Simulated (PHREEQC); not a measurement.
## Alkaline etch or developer (model solution)

A solution holds 0.0052 mol/kgw NaOH and 5.1e-07 mol/kgw H4SiO4, at 6.7 °C. Closed to the air; pH follows from the charge balance.

Equilibrium calculation in PHREEQC: Pitzer model, pitzer.dat.

Each row changes one thing in this solution. No solid was allowed to form.

```csv
case,pH,ionic strength (mol/kgw),H3SiO4- (mol/kgw),H2SiO4-2 (mol/kgw),H4SiO4 (mol/kgw),SI of SiO2(a) (SiO2)
as made,12.34,0.00520,4.83e-7,2.46e-8,2.81e-9,-5.72
0.0029 mol/kgw CO2 added,10.85,0.00733,4.32e-7,7.22e-10,7.73e-8,-4.28
H4SiO4 from 5.1e-07 to 5.61e-07 mol/kgw,12.34,0.00520,5.31e-7,2.70e-8,3.09e-9,___
diluted 10-fold with water,11.37,0.000520,4.80e-8,2.17e-10,2.81e-9,-5.72
diluted 2-fold with water,12.05,0.00260,2.46e-7,5.96e-9,2.87e-9,___
temperature from 6.7 to 50 °C,10.94,0.00520,4.79e-7,1.52e-8,1.62e-8,-5.33
0.0034 mol/kgw NaCl added,12.34,0.00860,4.81e-7,2.57e-8,2.80e-9,-5.72
```

**Question.** Some entries are withheld; supply them.

**Answer.** 
- H4SiO4 from 5.1e-07 to 5.61e-07 mol/kgw, SI of SiO2(a) (SiO2): -5.67
- diluted 2-fold with water, SI of SiO2(a) (SiO2): -5.71

Complexes and solids missing from the database can't appear. Constants without temperature data keep their 25 °C values here.
